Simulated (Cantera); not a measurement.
Input: 1 mol Si2Cl6, a varied amount of NH3, 0.63 mol H2, 1.5 mol N2, at 5.20 Pa.

These are equilibrium values from Cantera (NASA tables, ideal gas, pure condensed phases), not measurements of a reactor. Candidate condensed phases: NH4Cl, Si, Si3N4; 28 gas species. The feed counts by its element totals alone. The tables' values for SiCl3 are old estimates. Equilibrium is a limit: real reactors are often held back by kinetics, nucleation or transport.

Question: What condenses at these points (T in K, n(NH3) in mol): (1600, 1.2); (1900, 2.1); (1800, 6.2); (1000, 0.52); (1200, 2.7); (1500, 6.2)?

Answer: 
```csv
T (K),n(NH3) in mol,condensed phases,Si condensed (%)
1600,1.2,gas only,0.0
1900,2.1,gas only,0.0
1800,6.2,gas only,0.0
1000,0.52,Si3N4,51.0
1200,2.7,Si3N4,70.8
1500,6.2,Si,6.4
```
